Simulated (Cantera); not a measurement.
Thermodynamics of silicon epitaxy and polysilicon growth, feed SiHCl3 + Cl2 + H2

Feed: 1 mol SiHCl3, 0.039 mol Cl2, 28 mol H2, at 1100 °C and 120000 Pa.

Equilibrium computed with Cantera from the NASA thermochemical tables; the gas is ideal and each condensed phase is pure. Candidate condensed phases: Si; 19 gas species. The tables' values for SiCl3 are old estimates; treat these amounts as uncertain. Equilibrium is a limit: real reactors are often held back by kinetics, nucleation or transport.

```yaml
x(H2): 0.931
x(HCl): 0.0491
x(SiCl2): 0.00745
x(SiHCl3): 0.00477
x(SiCl4): 0.00398
x(SiCl3): 0.00253
x(SiH2Cl2): 0.000848
x(SiH3Cl): 4.31e-5
x(H): 2.94e-6
n(Si(s)): 0.417 mol
gas_amount: 29.71 mol
```
